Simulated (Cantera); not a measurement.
A freely propagating, adiabatic, planar premixed flame of H2 : O2 : N2 = 1 : 0.575 : 2.16 (molar parts), unburnt at 400 K and 105 Torr; unity-Lewis-number transport, grid criteria slope 0.08 and curve 0.16, no radiation.

Detailed kinetics in Cantera: the H2/O2 subset of GRI-Mech 3.0, which has no nitrogen chemistry. Unity Lewis numbers drop preferential diffusion, which matters most where H2 and H carry the flame. Burning velocities carry a grid error of a few per cent, more on coarse grids.

x: mole fraction of selected species; z is measured from the peak of heat release.

```csv
z (mm),T (K),u (m/s),x H2,x O2,x H2O2,x O,x HO2,x OH
-11.4,400,1.79,0.268,0.154,<1e-8,<1e-8,<1e-8,<1e-8
-7.62,400,1.79,0.268,0.154,<1e-8,<1e-8,<1e-8,<1e-8
-5.71,400,1.79,0.268,0.154,<1e-8,<1e-8,3.71e-8,<1e-8
-3.81,400,1.79,0.268,0.154,5.41e-8,1.86e-8,6.49e-7,<1e-8
-1.90,421,1.88,0.265,0.153,3.20e-6,3.06e-6,4.72e-5,4.68e-6
-0.952,…,2.77,…,…,…,…,…,…
0,1072,4.59,0.118,0.0884,7.67e-7,0.00561,1.73e-5,0.00242
0.952,1340,5.64,0.0406,0.0503,1.01e-6,0.0140,7.64e-6,0.00727
1.90,1469,6.12,0.0350,0.0442,7.77e-7,0.0148,5.66e-6,0.00974
3.81,1615,6.65,0.0345,0.0406,4.43e-7,0.0135,4.28e-6,0.0123
7.62,1770,7.20,0.0324,0.0370,2.22e-7,0.0113,3.16e-6,0.0145
15.2,1919,7.71,0.0283,0.0334,1.18e-7,0.00864,2.28e-6,0.0157
30.5,2056,8.17,…,…,…,…,…,0.0155
```

Problem. What belongs in the gaps?

Solution. 
- -0.952, T (K): 629
- -0.952, x H2: 0.238
- -0.952, x O2: 0.140
- -0.952, x H2O2: 4.57e-6
- -0.952, x O: 0.000190
- -0.952, x HO2: 5.76e-5
- -0.952, x OH: 0.000305
- 30.5, x H2: 0.0226
- 30.5, x O2: 0.0300
- 30.5, x H2O2: 7.29e-8
- 30.5, x O: 0.00598
- 30.5, x HO2: 1.66e-6
